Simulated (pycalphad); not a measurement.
Computed with pycalphad from the COST 507 light-alloy database (1999), at 1 atm. These are 1990s assessments: newer ones move some temperatures and phases.

Molar enthalpy of Al-0.88Mn-1.75Si (at.%) in equilibrium (SER reference):

| T (K) | H (kJ/mol) | phases |
|---|---|---|
| 1850 | 57.80 | liquid |
| 1770 | 55.26 | liquid |
| 1690 | 52.71 | liquid |
| 1610 | 50.17 | liquid |
| 1530 | 47.62 | liquid |
| 1450 | 45.08 | liquid |
| 1370 | 42.53 | liquid |
| 1290 | 39.99 | liquid |
| 1210 | 37.45 | liquid |
| 1130 | 34.91 | liquid |
| 1050 | 32.37 | liquid |
| 1010 | 31.10 | liquid |
| 970 | 29.84 | liquid |
| 890 | 16.99 | fcc + liquid + ALMNSI_ALPHA |
| 850 | 14.78 | fcc + ALMNSI_ALPHA |
| 810 | 13.45 | fcc + ALMNSI_ALPHA + diamond (Si) |
| 730 | 10.76 | fcc + ALMNSI_ALPHA + diamond (Si) |
| 650 | 8.29 | fcc + ALMNSI_ALPHA + diamond (Si) |
| 570 | 5.97 | fcc + ALMNSI_ALPHA + diamond (Si) |

Cooling from 970 K to 850 K, across the freezing range, releases 15.1 kJ/mol, or 553 J/g. The slope is 32 J/(mol K) in the liquid and 33 J/(mol K) just below the solidus, where it includes any heat of precipitation. Liquidus 935 K, solidus 864 K. Changes were sought between steps of 40 K, so a narrower field can be missed.

Database names, with the compositions (at.%) that they take in these runs: ALMNSI_ALPHA: Al 70-73 Mn 17 Si 10-13.
